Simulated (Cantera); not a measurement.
Feed: 1 mol BN, 0.16 mol H2O, held at 1323.15 K and 13300 Pa.

Equilibrium computed with Cantera from the NASA thermochemical tables; the gas is ideal and each condensed phase is pure. Candidate condensed phases: B, BN, B2O3, B3O3H3, H2O; 39 gas species. Mutual solubility and eutectic melting of coexisting phases are not modelled. Gases not in the tables: H3BO3. Equilibrium is a limit: real reactors are often held back by kinetics, nucleation or transport.

Base state: H2 0.748, N2 0.249, H2O 0.00203, HBO2 0.000499, HBO 2.89e-5 (mole fractions); condensed: BN(s) + B2O3(l).

Question: What changes in the equilibrium state with this change: pressure from 13300 Pa to 1000 Pa?

Answer: 
| species | before | after |
|---|---|---|
| H2 | 0.748 | 0.748 |
| N2 | 0.249 | 0.249 |
| HBO2 | 0.000499 | 0.00118 |
| H2O | 0.00203 | 0.000855 |
| B2O3 | 2.62e-6 | 3.49e-5 |
| HBO | 2.89e-5 | 0.000162 |
| H | 3.77e-6 | 1.37e-5 |
| BN(s), mol | 0.894 | 0.894 |
| B2O3(l), mol | 0.0531 | 0.0531 |
